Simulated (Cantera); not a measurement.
Input: 1 mol CS2, a varied amount of H2O, 2.9 mol N2, at 2150 K and 10.0 mbar.

Equilibrium computed with Cantera from the NASA thermochemical tables; the gas is ideal and each condensed phase is pure. Candidate condensed phases: C, C6H6, C7H8, C8H18, H2O, H2SO4, S; 150 gas species. Equilibrium is a limit: real reactors are often held back by kinetics, nucleation or transport.

x: gas mole fraction; nothing condenses.

```tsv
n(H2O) (mol)	x N2	x H2O	x H2	x CO	x S2	x SO2	x SO	x S	x H	x CS	x SH	x CO2
0.85	0.503	7.47e-7	0.131	0.147	0.134	7.70e-12	8.59e-7	0.0290	0.0153	0.0165	0.0129	1.64e-7
1.2	[?]	[?]	[?]	0.157	0.130	[?]	[?]	0.0286	[?]	[?]	0.0140	[?]
1.8	[?]	[?]	[?]	[?]	[?]	[?]	[?]	[?]	0.0184	[?]	0.0134	[?]
2.5	0.370	0.0840	0.216	0.119	0.0740	0.0267	0.0436	0.0216	0.0196	1.45e-7	0.0123	0.00901
3.6	0.319	0.135	0.242	0.0991	0.0476	0.0440	0.0501	0.0173	0.0208	6.78e-8	0.0105	0.0108
5.2	0.266	0.200	0.260	0.0798	0.0251	0.0606	0.0502	0.0126	0.0215	2.88e-8	0.00788	0.0120
7.5	0.217	0.281	0.264	0.0618	0.00972	0.0726	0.0433	0.00782	0.0217	1.00e-8	0.00493	0.0129
```

Q: Some entries are withheld; supply them.

A: 
- 1.2, x N2: 0.462
- 1.2, x H2O: 0.0133
- 1.2, x H2: 0.160
- 1.2, x SO2: 0.00163
- 1.2, x SO: 0.0124
- 1.2, x H: 0.0169
- 1.2, x CS: 1.18e-6
- 1.2, x CO2: 0.00255
- 1.8, x N2: 0.414
- 1.8, x H2O: 0.0479
- 1.8, x H2: 0.190
- 1.8, x CO: 0.136
- 1.8, x S2: 0.0992
- 1.8, x SO2: 0.0130
- 1.8, x SO: 0.0327
- 1.8, x S: 0.0250
- 1.8, x CS: 2.97e-7
- 1.8, x CO2: 0.00669
